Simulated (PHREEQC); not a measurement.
Consider water at 25 °C with 0.013 mol/kgw H2SO4, 0.00017 mol/kgw NaCl and 0.0003 mol/kgw CuCl2. Closed to the air; pH follows from the charge balance.

The numbers come from PHREEQC with the ion-association model, phreeqc.dat.

Each row changes one thing in this solution. Precipitation was switched off in this run.

```csv
case,pH,ionic strength (mol/kgw),HSO4- (mol/kgw),SO4-2 (mol/kgw),NaSO4- (mol/kgw),SI of Halite (NaCl)
as made,1.77,0.0265,0.00663,0.00628,2.86e-6,-8.60
CuCl2 left out,1.77,[?],0.00668,0.00632,2.89e-6,-9.25
diluted 2-fold with water,2.03,0.0148,0.00253,0.00394,1.02e-6,[?]
CuCl2 replaced by CdCl2 at the same molality,1.77,[?],[?],0.00627,2.86e-6,-8.60
temperature from 25 to 55 °C,1.81,0.0226,0.00857,0.00436,2.38e-6,[?]
diluted 100-fold with water,3.60,0.000395,2.90e-6,0.000127,9.88e-10,-12.47
```

### Question
Fill in the missing entries.

### Answer

- CuCl2 left out, ionic strength (mol/kgw): 0.0258
- diluted 2-fold with water, SI of Halite (NaCl): -9.17
- CuCl2 replaced by CdCl2 at the same molality, ionic strength (mol/kgw): 0.0264
- CuCl2 replaced by CdCl2 at the same molality, HSO4- (mol/kgw): 0.00662
- temperature from 25 to 55 °C, SI of Halite (NaCl): -8.62

Away from 25 °C the constants follow the database's enthalpies or fits; those with neither stay at their 25 °C values.
